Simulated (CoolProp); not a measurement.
A Linde-Hampson liquefier for oxygen: isothermal reversible compression at 300 K from 1 atm to 20 MPa, throttling to 1 atm, return gas leaving the recuperator 10 K below the feed. Each further row changes one setting.

Values from CoolProp's reference Helmholtz-energy equation of state, Schmidt 1985.

```csv
case,liquid yield per pass,compression work (kJ/kg of gas)
as stated,…,405
high pressure 40 MPa,…,…
warm-end temperature 330 K,0.060,449
warm-end gap 15 K,…,405
```

Q: Some entries are withheld; supply them.

A: 
- as stated, liquid yield per pass: 0.084
- high pressure 40 MPa, liquid yield per pass: 0.136
- high pressure 40 MPa, compression work (kJ/kg of gas): 458
- warm-end gap 15 K, liquid yield per pass: 0.074

Above 300 K oxygen's equation is extrapolated.
